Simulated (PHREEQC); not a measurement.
Solution (38 °C): 0.00019 mol H2S, 0.021 mol HCl and 7.1e-05 mol FeCl2 per kg of water. Closed to the air; pH follows from the charge balance.

All values are PHREEQC results (ion-association model, phreeqc.dat), not measurements.

Each row changes one thing in this solution. Precipitation was switched off in this run.

| case | pH | FeCl+ (mol/kgw) | HS- (mol/kgw) |
|---|---|---|---|
| as made | 1.73 | 1.18e-6 | 1.92e-9 |
| H2S replaced by NH4HS at the same molality | [?] | 1.18e-6 | 1.94e-9 |
| FeCl2 from 7.1e-05 to 6.39e-05 mol/kgw | 1.73 | 1.06e-6 | 1.92e-9 |
| 0.011 mol/kgw NH4HS added | 2.05 | 1.18e-6 | 2.38e-7 |
| diluted 10-fold with water | 2.70 | 1.69e-8 | 1.62e-9 |
| HCl from 0.021 to 0.0042 mol/kgw | 2.41 | [?] | 8.41e-9 |
| H2S from 0.00019 to 0.00038 mol/kgw | 1.73 | 1.18e-6 | 3.85e-9 |
| HCl from 0.021 to 0.042 mol/kgw | 1.44 | 1.98e-6 | 1.05e-9 |

**Question.** Fill in the missing entries.

**Answer.** 
- H2S replaced by NH4HS at the same molality, pH: 1.74
- HCl from 0.021 to 0.0042 mol/kgw, FeCl+ (mol/kgw): 3.19e-7

Constants without temperature data keep their 25 °C values here.
